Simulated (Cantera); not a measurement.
## Adiabatic ignition

An adiabatic, constant-pressure homogeneous reactor starts with 4.70 % CH4, 20.0 % O2, 75.2 % N2, 0.0987 % H2, at 1575 K and 5.00 bar.

Model: GRI-Mech 3.0 (53 species, 325 reactions), integrated in Cantera.

```
t (s)     T (K)     x CH4    x O2     x CO    x NO2     x HCN
--------  -----  --------  ------  -------  -------  --------
4.00e-6    1575    0.0470   0.200  1.90e-9   <1e-12    <1e-12
9.47e-6    1575    0.0470   0.200  3.10e-8   <1e-12    <1e-12
2.24e-5    1575    0.0469   0.200  7.87e-7   <1e-12    <1e-12
5.32e-5    1577    0.0462   0.200  4.30e-5   <1e-12    <1e-12
0.000126   2205  5.43e-12   0.109   0.0234  1.68e-8   2.71e-9
0.000298   2490    <1e-12   0.104  0.00217  6.01e-7  1.79e-12
0.000706   2488    <1e-12   0.103  0.00216  1.77e-6  1.94e-12
0.00167    2485    <1e-12   0.102  0.00214  4.30e-6  2.23e-12
0.00396    2479    <1e-12   0.101  0.00208  9.10e-6  2.67e-12
0.00939    2470    <1e-12  0.0986  0.00202  1.55e-5  3.08e-12
0.0222     2465    <1e-12  0.0972  0.00198  1.94e-5  3.26e-12
0.0527     2464    <1e-12  0.0970  0.00197  2.00e-5  3.28e-12
0.125      2464    <1e-12  0.0970  0.00197  2.00e-5  3.28e-12
0.296      2464    <1e-12  0.0970  0.00197  2.00e-5  3.28e-12
0.700      2464    <1e-12  0.0970  0.00197  2.00e-5  3.28e-12
```
x: mole fraction; the columns are a selection and need not sum to one.

```yaml
time_of_steepest_temperature_rise: 0.122 ms
temperature at 0.700 s: 2464 K
equilibrium_temperature: 2464 K
x(CH4) at 0.700 s: <1e-12 (gas-phase equilibrium <1e-12)
x(O2) at 0.700 s: 0.0970 (gas-phase equilibrium 0.0970)
x(CO) at 0.700 s: 0.00197 (gas-phase equilibrium 0.00197)
```
